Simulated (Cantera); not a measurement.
**Moist CO burnout**

An isothermal, constant-pressure homogeneous reactor starts with CO : O2 : H2O : N2 = 0.023 : 0.033 : 0.045 : 1 (molar parts), at 1275 K and 0.133 bar.

Model: GRI-Mech 3.0 (53 species, 325 reactions), integrated in Cantera.

```tsv
t (s)	x CO	x O2	x H2O	x N2O	x NO	x OH
4.00e-6	0.0209	0.0300	0.0409	<1e-12	<1e-12	1.82e-12
1.19e-5	0.0209	0.0300	0.0409	<1e-12	<1e-12	6.94e-12
3.57e-5	0.0209	0.0300	0.0409	<1e-12	<1e-12	3.32e-11
0.000106	0.0209	0.0300	0.0409	<1e-12	<1e-12	1.92e-10
0.000318	0.0209	0.0300	0.0409	<1e-12	<1e-12	1.26e-9
0.000949	0.0209	0.0300	0.0409	<1e-12	<1e-12	1.30e-8
0.00284	0.0209	0.0300	0.0409	1.18e-11	<1e-12	1.62e-6
0.00847	0.00925	0.0245	0.0374	2.50e-8	2.16e-7	0.000880
0.0253	0.000755	0.0201	0.0400	3.24e-8	1.48e-6	0.000535
0.0755	9.17e-5	0.0197	0.0411	5.84e-8	1.55e-6	0.000173
0.225	1.02e-5	0.0197	0.0413	7.55e-8	1.55e-6	5.92e-5
0.673	1.41e-6	0.0197	0.0413	7.89e-8	1.55e-6	2.41e-5
2.01	2.77e-7	0.0197	0.0413	6.64e-8	1.55e-6	1.16e-5
6.00	7.89e-8	0.0197	0.0413	3.46e-8	1.55e-6	6.48e-6
```
x: mole fraction; the columns are a selection and need not sum to one.

Equilibrium at this temperature and pressure: CO 3.81e-8, O2 0.0197, H2O 0.0413, N2O 2.95e-9, NO 0.000111, OH 4.61e-6 (gas phase only).
